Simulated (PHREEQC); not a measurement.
0.98 g of hydrous ferric oxide (600 m²/g; 0.2 weak and 0.005 strong sites per Fe, Dzombak-Morel constants, diffuse double layer) in 1 kg of water with 0.005 mol/kgw of an inert sodium salt and 0.0023 mmol/kgw Ag2SO4, at 25 °C; the pH is set by adding NaOH or the inert anion's acid. Oxygen is held at 0.21 atm. The system is closed to CO2. Precipitation was switched off in this run.

Base run: PHREEQC, ion-association model, wateq4f.dat. Each further column changes one thing. The table gives Ag sorbed (%).

```tsv
pH	base	no electrostatic term (-no_edl)	background salt from 0.005 to 0.0005 mol/kgw	oxide from 0.98 to 4.9 g/kgw	0.004 mol/kgw CaCl2 added
3	0.0	0.0	0.0	0.1	0.0
4.12	0.6	0.0	(withheld)	2.9	0.0
4.88	4.7	0.0	5.4	19.2	0.2
6	41.6	(withheld)	43.2	78.4	2.9
7.12	90.2	82.8	90.6	98.0	(withheld)
7.88	98.1	98.1	(withheld)	99.6	10.7
9	99.9	99.8	99.9	100.0	39.8
```

**Question.** Some entries are withheld; supply them.

**Answer.** 
- 4.12, background salt from 0.005 to 0.0005 mol/kgw: 0.9
- 6, no electrostatic term (-no_edl): 4.5
- 7.12, 0.004 mol/kgw CaCl2 added: 12.3
- 7.88, background salt from 0.005 to 0.0005 mol/kgw: 98.2

The oxide is taken as insoluble; below pH 4 it would dissolve. In at least one series the solution becomes supersaturated in solids that the run did not let form, among them Cerargyrite.
